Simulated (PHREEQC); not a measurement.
Consider water at 25 °C with 0.0018 mol/kgw HCl, 3.2e-05 mol/kgw NaHCO3 and 4e-05 mol/kgw H4SiO4. Closed to the air; pH follows from the charge balance.

All values are PHREEQC results (ion-association model, wateq4f.dat), not measurements.

```json
[
 {"quantity": "pH", "before": "2.77", "after": "4.75"},
 {"quantity": "HCO3- (mol/kgw)", "before": "8.81e-9", "after": "7.92e-9"},
 {"quantity": "SI of Halite (NaCl)", "before": "-8.86", "after": "-12.83"},
 {"quantity": "SI of Nahcolite (NaHCO3)", "before": "-12.04", "after": "-14.05"}
]
```

Task: What was changed between the two runs?
(A) H4SiO4 from 4e-05 to 6e-05 mol/kgw
(B) diluted 5-fold with water
(C) HCl from 0.0018 to 0.00162 mol/kgw
(D) H4SiO4 left out
(E) diluted 100-fold with water

Result: E, diluted 100-fold with water

No solid was allowed to form.
